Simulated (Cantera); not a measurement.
# Ammonia decomposition in nitride growth gas

A perfectly stirred reactor is fed with 30.3 % NH3, 69.7 % H2, at 0.0440 bar; it is held at 2098 K, and followed from long to short residence time.

Cantera simulation using the gas-phase N/H chemistry of the illustrative SiF4/NH3 mechanism in the Surface Chemkin manual (1991); the numbers are that mechanism's predictions, not measurements. Walls and surfaces, which speed up NH3 decomposition in real reactors, are not modelled.

```tsv
τ (s)	x NH3	x H2	x H	x N	x NH
0.78	0.0727	0.837	0.00140	2.21e-6	1.73e-5
0.44	0.109	0.815	0.00119	2.17e-6	1.96e-5
0.25	0.150	0.790	0.00104	2.13e-6	2.16e-5
0.14	0.193	0.763	0.000924	2.09e-6	2.33e-5
0.078	0.230	0.741	0.000843	2.04e-6	2.43e-5
0.044	0.257	0.724	0.000789	1.98e-6	2.48e-5
0.025	0.276	0.713	0.000750	1.90e-6	2.47e-5
0.014	0.287	0.705	0.000715	1.77e-6	2.39e-5
0.0078	0.295	0.701	0.000675	1.56e-6	2.21e-5
0.0044	0.299	0.699	0.000619	1.24e-6	1.91e-5
```
x: mole fraction; the columns are a selection and need not sum to one.
